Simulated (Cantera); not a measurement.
Feed: 1 mol SiCl4, 0.026 mol HCl, 23 mol H2, 0.0044 mol Cl2, held at 1075 K and 0.530 bar.

Method: chemical equilibrium by Gibbs-energy minimisation in Cantera with the NASA 1993 tables (ideal gas, pure condensed phases). Candidate condensed phases: Si; 19 gas species. The tables' values for SiCl3 are old estimates; treat these amounts as uncertain. The numbers say what is thermodynamically allowed, not how fast it happens.

Q: What is the equilibrium state?

A: 
```json
{
 "x(H2)": "0.939",
 "x(SiCl4)": "0.0247",
 "x(HCl)": "0.0199",
 "x(SiHCl3)": "0.0145",
 "x(SiH2Cl2)": "0.000996",
 "x(SiCl3)": "0.000876",
 "x(SiCl2)": "0.000492",
 "x(SiH3Cl)": "1.80e-5",
 "gas_amount": "24.05 mol",
 "log10 activity of Si(s) (absent)": "-0.22"
}
```
